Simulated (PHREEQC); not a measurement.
A solution holds 0.044 mol/kgw HF, 0.00029 mol/kgw NaF and 6e-06 mol/kgw H4SiO4, at 18 °C. Closed to the air; pH follows from the charge balance.

Equilibrium calculation in PHREEQC: ion-association model, wateq4f.dat.

| quantity | before | after |
|---|---|---|
| pH | 2.30 | 2.49 |
| ionic strength (mol/kgw) | 0.00571 | 0.00378 |
| HF (mol/kgw) | 0.0314 | 0.0388 |
| F- (mol/kgw) | 0.00511 | 0.00322 |
| H2F2 (mol/kgw) | 0.00330 | 0.000554 |
| HF2- (mol/kgw) | 0.000580 | 0.000543 |
| SI of Quartz (SiO2) | -8.59 | -5.37 |

Task: Name the change that produced these shifts.
A) diluted 2-fold with water
B) temperature from 18 to 75 °C
C) HF from 0.044 to 0.088 mol/kgw
D) diluted 10-fold with water

Result: B, temperature from 18 to 75 °C

No solid was allowed to form. wateq4f.dat counts part of the HF as a dimer, H2F2, which phreeqc.dat doesn't know; its constant is uncertain. At this temperature some constants are extrapolated from 25 °C, and those without enthalpy data are left unchanged. SiF6-2 is the database's only silicon fluoride.
